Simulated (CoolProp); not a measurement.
Vapour-liquid equilibrium of ethanol (1) + cyclohexane (2) at 202.55 °C; x and y are mole fractions of (1).

Values from CoolProp's multi-fluid Helmholtz-energy mixture model, Schroeder 2014 and Zhou 2014; pair parameters Bell 2016.

| x | bubble pressure (kPa) | y at the bubble point | dew pressure at overall composition x (kPa) | liquid density (mol/L) |
|---|---|---|---|---|
| 0.05 | 1691 | 0.164 | 1480 | 6.876 |
| 0.2 | 2304 | 0.403 | 1766 | ___ |
| 0.35 | 2672 | 0.521 | ___ | ___ |
| 0.5 | 2914 | ___ | 2609 | 7.927 |
| 0.65 | 3076 | ___ | 2996 | 8.693 |
| 0.8 | 3160 | ___ | 3156 | 9.813 |
| 0.95 | 3154 | 0.947 | 3152 | ___ |

### Question
What belongs in the gaps?

### Answer

- 0.2, liquid density (mol/L): 7.110
- 0.35, dew pressure at overall composition x (kPa): 2145
- 0.35, liquid density (mol/L): 7.434
- 0.5, y at the bubble point: 0.610
- 0.65, y at the bubble point: 0.701
- 0.8, y at the bubble point: 0.810
- 0.95, liquid density (mol/L): 11.32

y crosses x between x = 0.8 and 0.95: the model has an azeotrope there.

Pair parameters are fitted to limited data, so mixtures are less certain than the pure fluids.
